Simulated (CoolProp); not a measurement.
Vapour-liquid equilibrium of ethanol (1) + n-nonane (2) at 411.4 K; x and y are mole fractions of (1).

Computed with CoolProp (multi-fluid Helmholtz-energy mixture model, Schroeder 2014 and Lemmon 2006; pair parameters Bell 2016).

| x | bubble pressure (kPa) | y at the bubble point | dew pressure at overall composition x (kPa) | liquid density (mol/L) |
|---|---|---|---|---|
| 0.05 | 185.8 | 0.612 | 75.73 | 4.999 |
| 0.125 | 315.9 | 0.775 | 82.35 | 5.263 |
| 0.2 | 407.5 | 0.829 | 90.18 | 5.558 |
| 0.275 | 471.1 | 0.855 | ? | 5.890 |
| 0.35 | 515.1 | 0.871 | 111.2 | 6.267 |
| 0.425 | 546.4 | 0.882 | 125.7 | 6.699 |
| 0.5 | 570.2 | 0.890 | 144.5 | ? |
| 0.575 | 590.3 | 0.898 | 169.9 | 7.787 |
| 0.65 | 609.4 | 0.906 | 205.8 | 8.483 |
| 0.725 | ? | 0.916 | 260.8 | 9.320 |
| 0.8 | 651.5 | 0.929 | 353.8 | ? |
| 0.875 | 676.2 | 0.948 | 526.9 | 11.60 |
| 0.95 | ? | 0.975 | 678.4 | 13.18 |

Question: Some entries are withheld; supply them.

Answer: 
- 0.275, dew pressure at overall composition x (kPa): 99.61
- 0.5, liquid density (mol/L): 7.200
- 0.725, bubble pressure (kPa): 629.4
- 0.8, liquid density (mol/L): 10.34
- 0.95, bubble pressure (kPa): 703.2

No azeotrope shows between x = 0.05 and 0.95.

Pair parameters are fitted to limited data, so mixtures are less certain than the pure fluids. With so large a gap from Raoult's law the liquid may split in two, which this calculation doesn't test in full.
